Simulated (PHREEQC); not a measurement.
1 kg of water holding 0.31 mol/kgw Na2SO4, 0.0074 mol/kgw NaHCO3, 0.055 mol/kgw NaCl, 0.0067 mol/kgw Na2CO3 and 0.0032 mol/kgw KCl is evaporated at 30 °C; the solids stay in contact with the brine. No CO2 enters from the air. Only these solids could form: Arcanite, Burkeite, Glaserite, Halite, Kalicinite, Mirabilite, Misenite, Nahcolite, Natron, Sylvite, Thenardite, Trona.

The series has 28 steps of water left (kg), from 1 to 0.004833.

The numbers come from PHREEQC with the Pitzer model, pitzer.dat.

### Question
Which solids form, in which order, and at which step of the series does each first stand?

### Answer
Mirabilite from water left = 0.07586 kg (pH 9.29), last present at water left = 0.05285 kg; Thenardite from water left = 0.05285 kg (pH 9.27); Nahcolite from water left = 0.01979 kg (pH 9.18); Trona from water left = 0.01335 kg (pH 9.40); Halite from water left = 0.01089 kg (pH 9.34).

Complexes and solids missing from the database can't appear.
